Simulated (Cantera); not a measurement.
A perfectly stirred reactor is fed with CH4 : O2 : N2 = 1 : 2 : 7.52 (molar parts), equivalence ratio 1.0, at 500000 Pa; it is adiabatic with a 600 K inlet, and is followed from long to short residence time, starting on the burning branch (τ in s: 0.26, 0.076, 0.022, 0.0063, 0.0018, 0.00052, 0.00015, 4.3e-05, 1.2e-05, 3.6e-06).

Computed with Cantera and GRI-Mech 3.0 (53 species, 325 reactions).

Predict: blow-out, bracketed by the residence times tried; x(CH4) at τ = 0.260 s; x(O2) at τ = 0.260 s; x(O) at τ = 0.260 s; x(N2O) at τ = 0.260 s; x(CH4) at τ = 0.520 ms; x(O2) at τ = 0.520 ms; x(O) at τ = 0.520 ms; x(CH2CO) at τ = 0.520 ms; x(N2O) at τ = 0.520 ms.


| Item | Value |
|---|---|
| blow-out, bracketed by the residence times tried | burning at 43.0 µs, out at 12.0 µs |
| x(CH4) at τ = 0.260 s | 2.70e-7 |
| x(O2) at τ = 0.260 s | 0.00554 |
| x(O) at τ = 0.260 s | 0.000319 |
| x(N2O) at τ = 0.260 s | 3.59e-7 |
| x(CH4) at τ = 0.520 ms | 6.65e-5 |
| x(O2) at τ = 0.520 ms | 0.0116 |
| x(O) at τ = 0.520 ms | 0.000942 |
| x(CH2CO) at τ = 0.520 ms | 8.35e-8 |
| x(N2O) at τ = 0.520 ms | 4.45e-7 |
